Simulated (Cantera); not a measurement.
# Ammonia decomposition in nitride growth gas

An isothermal, constant-pressure homogeneous reactor starts with NH3 : H2 = 1 : 0.037 (molar parts), at 1798 K and 0.0128 atm.

Cantera simulation using the gas-phase N/H chemistry of the illustrative SiF4/NH3 mechanism in the Surface Chemkin manual (1991); the numbers are that mechanism's predictions, not measurements. Walls and surfaces, which speed up NH3 decomposition in real reactors, are not modelled.

| t (s) | x NH3 | x H2 | x NH2 | x N | x N2H2 |
|---|---|---|---|---|---|
| 1.00e-5 | 0.964 | 0.0357 | 1.75e-7 | <1e-12 | <1e-12 |
| 3.88e-5 | 0.964 | 0.0357 | 8.15e-7 | <1e-12 | <1e-12 |
| 0.000151 | 0.964 | 0.0357 | 3.33e-6 | <1e-12 | 2.12e-11 |
| 0.000584 | 0.964 | 0.0357 | 1.31e-5 | <1e-12 | 9.43e-10 |
| 0.00227 | 0.964 | 0.0357 | 5.08e-5 | 7.22e-11 | 2.62e-8 |
| 0.00879 | 0.964 | 0.0358 | 0.000195 | 4.35e-9 | 5.31e-7 |
| 0.0341 | 0.962 | 0.0370 | 0.000592 | 5.23e-8 | 6.01e-6 |
| 0.132 | 0.949 | 0.0468 | 0.000673 | 8.52e-8 | 8.04e-6 |
| 0.514 | 0.899 | 0.0842 | 0.000633 | 1.37e-7 | 7.28e-6 |
| 1.99 | 0.737 | 0.205 | 0.000536 | 2.35e-7 | 5.13e-6 |
| 7.73 | 0.392 | 0.462 | 0.000342 | 3.11e-7 | 1.94e-6 |
| 30.0 | 0.0810 | 0.694 | 0.000112 | 2.92e-7 | 2.29e-7 |
x: mole fraction; the columns are a selection and need not sum to one.

Equilibrium at this temperature and pressure: NH3 1.22e-7, H2 0.752, NH2 1.17e-9, N 1.53e-10, N2H2 <1e-12 (gas phase only).
